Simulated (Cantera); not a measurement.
A perfectly stirred reactor is fed with CO : O2 : H2O : N2 = 0.0053 : 0.055 : 0.00023 : 1 (molar parts), at 36000 Pa; it is held at 973 K, and followed from long to short residence time.

Detailed kinetics in Cantera: GRI-Mech 3.0 (53 species, 325 reactions).

Task: What does this change do: temperature 973 to 1050 K?

Result: 
| quantity | before | after |
|---|---|---|
| x(CO) at τ = 3.50 s | 0.00188 | 0.000696 |
| x(O2) at τ = 3.50 s | 0.0504 | 0.0498 |
| x(H2O) at τ = 3.50 s | 0.000216 | 0.000216 |
| x(H) at τ = 3.50 s | 7.77e-8 | 1.47e-7 |
| x(CO2) at τ = 3.50 s | 0.00313 | 0.00431 |
| x(CO) at τ = 27.0 ms | 0.00500 | 0.00469 |
| x(O2) at τ = 27.0 ms | 0.0519 | 0.0517 |
| x(H2O) at τ = 27.0 ms | 0.000217 | 0.000214 |
| x(H) at τ = 27.0 ms | 1.46e-12 | 8.98e-7 |
| x(CO2) at τ = 27.0 ms | 2.52e-9 | 0.000304 |

Task: What does this change do: temperature 973 to 1150 K?

Result: 
```
quantity                 before     after
---------------------  --------  --------
x(CO) at τ = 3.50 s     0.00188  0.000306
x(O2) at τ = 3.50 s      0.0504    0.0496
x(H2O) at τ = 3.50 s   0.000216  0.000215
x(H) at τ = 3.50 s      7.77e-8   2.21e-7
x(CO2) at τ = 3.50 s    0.00313   0.00470
x(CO) at τ = 27.0 ms    0.00500   0.00382
x(O2) at τ = 27.0 ms     0.0519    0.0512
x(H2O) at τ = 27.0 ms  0.000217  0.000208
x(H) at τ = 27.0 ms    1.46e-12   5.01e-6
x(CO2) at τ = 27.0 ms   2.52e-9   0.00118
```
